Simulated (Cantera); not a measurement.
Standard-state values (1 bar) from the NASA 1993 polynomials, evaluated with Cantera. Values are per mole of reaction as written; species without (g) are pure solids or liquids, kept so even where they would boil at 1 bar. ZrN: taken at fixed stoichiometry.

ZrN + 2 H₂O₂(g) ⇌ 4 H(g) + NO₂(g) + ZrO₂

```json
[
 {"T (K)": "1725", "ΔH° (kJ)": "(withheld)", "ΔS° (J/K)": "(withheld)", "ΔG° (kJ)": "(withheld)", "log10 K": "(withheld)"},
 {"T (K)": "1825", "ΔH° (kJ)": "501.9", "ΔS° (J/K)": "314.5", "ΔG° (kJ)": "-72.1", "log10 K": "2.06"},
 {"T (K)": "1925", "ΔH° (kJ)": "(withheld)", "ΔS° (J/K)": "(withheld)", "ΔG° (kJ)": "(withheld)", "log10 K": "(withheld)"},
 {"T (K)": "2025", "ΔH° (kJ)": "(withheld)", "ΔS° (J/K)": "(withheld)", "ΔG° (kJ)": "(withheld)", "log10 K": "(withheld)"},
 {"T (K)": "2125", "ΔH° (kJ)": "504.3", "ΔS° (J/K)": "315.8", "ΔG° (kJ)": "-166.6", "log10 K": "4.10"},
 {"T (K)": "2225", "ΔH° (kJ)": "504.8", "ΔS° (J/K)": "316.0", "ΔG° (kJ)": "-198.2", "log10 K": "4.65"},
 {"T (K)": "2325", "ΔH° (kJ)": "505.1", "ΔS° (J/K)": "316.1", "ΔG° (kJ)": "-229.8", "log10 K": "5.16"}
]
```

Q: Complete the blanks.

A: 
- 1725, ΔH° (kJ): 500.7
- 1725, ΔS° (J/K): 313.8
- 1725, ΔG° (kJ): -40.7
- 1725, log10 K: 1.23
- 1925, ΔH° (kJ): 502.9
- 1925, ΔS° (J/K): 315.0
- 1925, ΔG° (kJ): -103.5
- 1925, log10 K: 2.81
- 2025, ΔH° (kJ): 503.7
- 2025, ΔS° (J/K): 315.4
- 2025, ΔG° (kJ): -135.1
- 2025, log10 K: 3.48
